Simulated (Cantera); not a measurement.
Input: 1 mol SiH₄, 1100 mol H₂, at 1873 K and 0.133 bar.

These are equilibrium values from Cantera (NASA tables, ideal gas, pure condensed phases), not measurements of a reactor. Candidate condensed phases: Si; 9 gas species. Gases not in the tables: Si₂H₆ and higher silanes. Rates play no part.

Base state: H₂ 0.998, H 0.00177, Si 6.61e-5, SiH₂ 4.90e-5, SiH 2.25e-5 (mole fractions); condensed: Si(l).

Q: What changes in the equilibrium state with this change: SiH₄ replaced by Si(CH₃)₄?

A: 
```tsv
species	before	after
H₂	0.998	0.998
H	0.00177	0.00177
C₂H₂ (acetylene)	0	0.000311
CH₄	0	8.09e-5
Si	6.61e-5	2.20e-6
SiH₂	4.90e-5	1.62e-6
SiH	2.25e-5	7.46e-7
Si(l), mol	0.847	0
C(graphite), mol	0	2.22
SiC(s), mol	0	0.995
```
Further candidate phases: C, C₆H₆, C₇H₈, C₈H₁₈, SiC.

Q: What changes in the equilibrium state with this change: temperature from 1873 K to 1973.15 K?

A: 
```
species      before     after
----------  -------  --------
H₂            0.998     0.996
H           0.00177   0.00369
Si          6.61e-5  0.000237
SiH         2.25e-5   6.25e-5
SiH₂        4.90e-5   9.06e-5
Si(l), mol    0.847     0.562
```
